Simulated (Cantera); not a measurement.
# Premixed flame

A freely propagating, adiabatic, planar premixed flame of H2 : O2 : N2 = 1 : 0.263 : 0.842 (molar parts), equivalence ratio 1.9, unburnt at 625 K and 1.48 atm; multicomponent+Soret transport, grid criteria slope 0.08 and curve 0.16, no radiation.

Detailed kinetics in Cantera: the H2/O2 subset of GRI-Mech 3.0, which has no nitrogen chemistry. Burning velocities carry a grid error of a few per cent, more on coarse grids.

```json
[
 {"z (mm)": "-0.786", "T (K)": "625", "u (m/s)": "10.5", "x H2": "0.475", "x O2": "0.125", "x OH": "<1e-8", "x H2O2": "<1e-8", "x HO2": "<1e-8", "x H2O": "<1e-8"},
 {"z (mm)": "-0.524", "T (K)": "625", "u (m/s)": "10.5", "x H2": "0.475", "x O2": "0.125", "x OH": "<1e-8", "x H2O2": "<1e-8", "x HO2": "<1e-8", "x H2O": "<1e-8"},
 {"z (mm)": "-0.393", "T (K)": "625", "u (m/s)": "10.5", "x H2": "0.475", "x O2": "0.125", "x OH": "<1e-8", "x H2O2": "<1e-8", "x HO2": "<1e-8", "x H2O": "<1e-8"},
 {"z (mm)": "-0.262", "T (K)": "625", "u (m/s)": "10.5", "x H2": "0.475", "x O2": "0.125", "x OH": "<1e-8", "x H2O2": "<1e-8", "x HO2": "1.21e-6", "x H2O": "2.28e-7"},
 {"z (mm)": "-0.131", "T (K)": "650", "u (m/s)": "10.8", "x H2": "0.466", "x O2": "0.126", "x OH": "8.99e-5", "x H2O2": "4.10e-6", "x HO2": "0.000320", "x H2O": "0.00119"},
 {"z (mm)": "-0.0655", "T (K)": "882", "u (m/s)": "14.2", "x H2": "0.427", "x O2": "0.120", "x OH": "0.000782", "x H2O2": "1.13e-5", "x HO2": "0.000228", "x H2O": "0.0228"},
 {"z (mm)": "0", "T (K)": "1315", "u (m/s)": "20.7", "x H2": "0.317", "x O2": "0.0744", "x OH": "0.00324", "x H2O2": "3.28e-6", "x HO2": "9.67e-5", "x H2O": "0.117"},
 {"z (mm)": "0.0655", "T (K)": "1606", "u (m/s)": "25.1", "x H2": "0.223", "x O2": "0.0192", "x OH": "0.00630", "x H2O2": "1.54e-6", "x HO2": "2.45e-5", "x H2O": "0.222"},
 {"z (mm)": "0.131", "T (K)": "1736", "u (m/s)": "27.0", "x H2": "0.203", "x O2": "0.00443", "x OH": "0.00733", "x H2O2": "9.39e-7", "x HO2": "5.45e-6", "x H2O": "0.252"},
 {"z (mm)": "0.262", "T (K)": "1864", "u (m/s)": "28.8", "x H2": "0.207", "x O2": "0.00148", "x OH": "0.00803", "x H2O2": "5.59e-7", "x HO2": "1.82e-6", "x H2O": "0.259"},
 {"z (mm)": "0.524", "T (K)": "1998", "u (m/s)": "30.6", "x H2": "0.218", "x O2": "0.000968", "x OH": "0.00810", "x H2O2": "3.09e-7", "x HO2": "1.16e-6", "x H2O": "0.264"},
 {"z (mm)": "1.05", "T (K)": "2128", "u (m/s)": "32.3", "x H2": "0.228", "x O2": "0.000590", "x OH": "0.00738", "x H2O2": "1.68e-7", "x HO2": "7.23e-7", "x H2O": "0.268"},
 {"z (mm)": "2.10", "T (K)": "2242", "u (m/s)": "33.7", "x H2": "0.236", "x O2": "0.000309", "x OH": "0.00603", "x H2O2": "9.23e-8", "x HO2": "4.08e-7", "x H2O": "0.273"}
]
```
x: mole fraction of selected species; z is measured from the peak of heat release.

| Quantity | Value |
|---|---|
| laminar burning velocity | 1050 cm/s |
| thermal thickness | 0.262 mm |
| peak x(OH) | 0.00816 |
| peak x(H2O2) | 1.21e-5 |
| peak x(HO2) | 0.000362 |
| grid points | 139 |
